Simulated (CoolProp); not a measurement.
The fluid at 293.15 K and 6.56 MPa flows at 1 m/s in a round tube of 6 mm bore and 1.5 µm roughness, fully developed (64/Re and Nu = 3.66 if laminar; Colebrook and Gnielinski if turbulent). The same conditions are run with several fluids, on thermodynamics alone (safety and materials aside).

The numbers come from the reference Helmholtz-energy equation of state of each fluid (R13: Platzer 1990; propane: Lemmon 2009; CH2F2 (R32): Tillner-Roth 1997; n-butane: Bücker 2006; R11: Jacobsen 1992) in CoolProp. The equations of Platzer and Polt are older, rougher fits.

**Question.** Rank R13, propane, CH2F2 (R32), n-butane, R11 by Reynolds number, highest first.

**Answer.** R13 (73200), CH2F2 (R32) (46600), propane (27300), n-butane (19600), R11 (18500)

```csv
fluid,Darcy friction factor,pressure drop (Pa/m),heat-transfer coefficient (W/(m² K)),mass flow (kg/h)
R13,0.0203,1800,2280,109
propane,0.0246,1060,2280,52.3
CH2F2 (R32),0.0221,1850,3870,103
n-butane,0.0265,1300,2130,59.9
R11,0.0269,3370,1790,153
```

Transport values come from each fluid's own correlations; those of R13, CH2F2 (R32), R11 are estimates that may be off by 10 % or more.
